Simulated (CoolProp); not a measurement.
The fluid at 293.15 K and 0.226 MPa expands adiabatically to 0.0159 MPa with isentropic efficiency 0.8. The same conditions are run with several fluids, on thermodynamics alone (safety and materials aside).

Computed with CoolProp (reference Helmholtz-energy equation of state of each fluid (R407C: Lemmon 2003; carbon monoxide: Lemmon 2006; R507A: Lemmon 2003; oxygen: Schmidt 1985; hydrogen chloride: Thol 2018)). Blends and air are pseudo-pure fits.

Question: Rank R407C, carbon monoxide, R507A, oxygen, hydrogen chloride by work (kJ/kg), highest first.

Answer: carbon monoxide (129), oxygen (113), hydrogen chloride (99.5), R407C (49.6), R507A (44.5)

```csv
fluid,final temperature (K),final density (kg/m³)
R407C,222.7,0.746
carbon monoxide,168.3,0.319
R507A,233.1,0.816
oxygen,168.5,0.364
hydrogen chloride,166.0,0.423
```
